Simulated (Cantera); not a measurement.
Input: 1 mol B₂O₃, 19 mol HCl, 2.3 mol H₂, held at 13300 Pa.

Cantera equilibrium calculation (NASA polynomials, part measured and part estimated; ideal gas, pure solids and liquids). Candidate condensed phases: B, B₂O₃, B₃O₃H₃, H₂O; 33 gas species. Gases not in the tables: BHCl₂. Equilibrium is a limit: real reactors are often held back by kinetics, nucleation or transport.

Question: At 752 °C, list the 4 most abundant gas species with their mole fractions, and the condensed phases.

Answer: HCl 0.892, H₂ 0.108, H₂O 0.000237, BCl₃ 0.000130. Condensed: B₂O₃(l).
